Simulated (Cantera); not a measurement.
An isothermal plug-flow reactor at 800 K and 1.80 bar (inlet), inlet velocity 0.63 m/s, active area per volume 180 1/m; feed 0.472 % CO, 18.5 % O2, 81.1 % N2.

Model: Deutschmann's 1995 Pt surface mechanism with GRI-Mech 3.0 gas chemistry, integrated in Cantera. Catalytic surfaces can have several steady states; this one follows from the mechanism file's or the stated starting coverage. Mass transfer to the wall is taken as infinitely fast.

**Question.** Predict: x(CO) at z = 0.069 m; x(O2) at z = 0.069 m; x(CO2) at z = 0.069 m; θ(free Pt) at the exit; θ(O*) at the exit.

**Answer.** 
| Quantity | Value |
|---|---|
| x(CO) at z = 0.069 m | 0.000151 |
| x(O2) at z = 0.069 m | 0.183 |
| x(CO2) at z = 0.069 m | 0.00458 |
| θ(free Pt) at the exit | 0.0221 |
| θ(O*) at the exit | 0.978 |
